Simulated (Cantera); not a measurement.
Feed: 1 mol CaF2, 0.018 mol HF, 1.6 mol H2, at 700 °C and 1000 Pa.

Method: chemical equilibrium by Gibbs-energy minimisation in Cantera with the NASA 1993 tables (ideal gas, pure condensed phases). Candidate condensed phases: Ca, CaF2; 15 gas species. Kinetics and transport are ignored.

Base state: H2 0.989, HF 0.0111 (mole fractions); condensed: CaF2(s).

Task: What changes in the equilibrium state with this change: 0.15 mol NH3 added?

Result: 
```json
[
 {"species": "H2", "before": "0.989", "after": "0.952"},
 {"species": "N2", "before": "0", "after": "0.0391"},
 {"species": "HF", "before": "0.0111", "after": "0.00938"},
 {"species": "CaF2(s), mol", "before": "1.00", "after": "1.00"}
]
```
